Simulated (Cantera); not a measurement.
Input (Python, Cantera):

```python
import numpy as np
import cantera as ct

gas = ct.Solution("SiF4_NH3_mec.yaml", "gas")
gas.TPX = 1798, 100000, {'NH3': 1, 'H2': 2.8, 'N2': 0.27}
reactor = ct.IdealGasConstPressureReactor(gas, energy="off", clone=False)
net = ct.ReactorNet([reactor])
net.rtol, net.atol = 1e-08, 1e-18
show = ['NH3', 'H2', 'NH2', 'NH', 'N2H2', 'N', 'N2']
times = np.geomspace(4e-06, 5, 15)

steps = ct.SolutionArray(gas, extra=["t"])
rows = []
print(f"{'t/s':>10s}{'T/K':>9s}{'P/Pa':>11s}" + "".join(f"{s:>11s}" for s in show))
for t in times:
    while net.time < t:
        t_next = net.step()
        steps.append(gas.state, t=t_next)
    rows.append([np.interp(t, steps.t, y) for y in (steps.T, steps.P, *steps(*show).X.T)])
    print(f"{t:10.3e}{rows[-1][0]:9.1f}{rows[-1][1]:11.4g}" + "".join(f"{x:11.3e}" for x in rows[-1][2:]))
rate = np.gradient(steps.T, steps.t)
print("integrator steps:", len(steps.t))
if steps.T.max() > steps.T[0] + 200:
    print(f"time of steepest temperature rise: {steps.t[rate.argmax()]:.4e} s")
gas.TPX = 1798, 100000, {'NH3': 1, 'H2': 2.8, 'N2': 0.27}
gas.equilibrate("TP")
print(f"equilibrium (TP): T = {gas.T:.1f} K  " + "  ".join(f"{s} {gas[s].X[0]:.3e}" for s in show))
```

It prints:

```
       t/s      T/K       P/Pa        NH3         H2        NH2         NH       N2H2          N         N2
 4.000e-06   1798.0      1e+05  2.457e-01  6.880e-01  8.872e-07  4.696e-11  2.361e-12  9.550e-15  6.634e-02
 1.090e-05   1798.0      1e+05  2.457e-01  6.880e-01  2.418e-06  3.967e-10  2.920e-11  2.722e-13  6.634e-02
 2.972e-05   1798.0      1e+05  2.457e-01  6.880e-01  6.585e-06  3.087e-09  2.809e-10  6.243e-12  6.634e-02
 8.101e-05   1798.0      1e+05  2.457e-01  6.879e-01  1.790e-05  2.317e-08  2.424e-09  1.308e-10  6.634e-02
 2.208e-04   1798.0      1e+05  2.456e-01  6.879e-01  4.777e-05  1.655e-07  2.075e-08  2.506e-09  6.634e-02
 6.019e-04   1798.0      1e+05  2.455e-01  6.879e-01  1.101e-04  8.735e-07  1.417e-07  3.021e-08  6.634e-02
 1.641e-03   1798.0      1e+05  2.451e-01  6.881e-01  1.477e-04  1.568e-06  2.867e-07  7.241e-08  6.646e-02
 4.472e-03   1798.0      1e+05  2.440e-01  6.888e-01  1.483e-04  1.588e-06  2.899e-07  7.397e-08  6.686e-02
 1.219e-02   1798.0      1e+05  2.409e-01  6.909e-01  1.470e-04  1.579e-06  2.845e-07  7.383e-08  6.793e-02
 3.323e-02   1798.0      1e+05  2.328e-01  6.961e-01  1.433e-04  1.555e-06  2.706e-07  7.345e-08  7.075e-02
 9.057e-02   1798.0      1e+05  2.127e-01  7.092e-01  1.341e-04  1.492e-06  2.368e-07  7.233e-08  7.774e-02
 2.469e-01   1798.0      1e+05  1.695e-01  7.374e-01  1.131e-04  1.337e-06  1.692e-07  6.900e-08  9.279e-02
 6.730e-01   1798.0      1e+05  1.018e-01  7.815e-01  7.619e-05  1.016e-06  7.828e-08  5.930e-08  1.164e-01
 1.834e+00   1798.0      1e+05  4.053e-02  8.214e-01  3.554e-05  5.582e-07  1.786e-08  3.847e-08  1.377e-01
 5.000e+00   1798.0      1e+05  1.234e-02  8.398e-01  1.211e-05  2.134e-07  2.166e-09  1.652e-08  1.475e-01
integrator steps: 825
equilibrium (TP): T = 1798.0 K  NH3 8.844e-06  H2 8.478e-01  NH2 9.097e-09  NH 1.684e-10  N2H2 9.355e-14  N 1.370e-11  N2 1.518e-01
```

Cantera simulation using the gas-phase N/H chemistry of the illustrative SiF4/NH3 mechanism in the Surface Chemkin manual (1991); the numbers are that mechanism's predictions, not measurements. Walls and surfaces, which speed up NH3 decomposition in real reactors, are not modelled.
